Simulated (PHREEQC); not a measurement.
A solution holds 0.99 mol NaBr, 0.66 mol H3BO3 and 0.056 mol MgCl2 per kg of water, at 20 °C. It is in equilibrium with CO2 at log p = -2 (atm). Otherwise closed; pH follows from the charge balance.

Equilibrium calculation in PHREEQC: Pitzer model, pitzer.dat.

```tsv
quantity	before	after
pH	3.67	3.82
ionic strength (mol/kgw)	1.16	0.267
HCO3- (mol/kgw)	1.65e-6	1.78e-6
SI of Magnesite (MgCO3)	-6.59	-6.35
SI of Bischofite (MgCl2:6H2O)	-8.70	-8.55
```

Problem. Name the change that produced these shifts.
A. NaBr from 0.99 to 0.099 mol/kgw
B. H3BO3 left out
C. NaBr from 0.99 to 1.98 mol/kgw
D. NaBr left out
E. 0.4 mol/kgw H2SO4 added

Solution. A, NaBr from 0.99 to 0.099 mol/kgw

Precipitation was switched off in this run. In brines, pH and single-ion activities rest on the MacInnes convention.
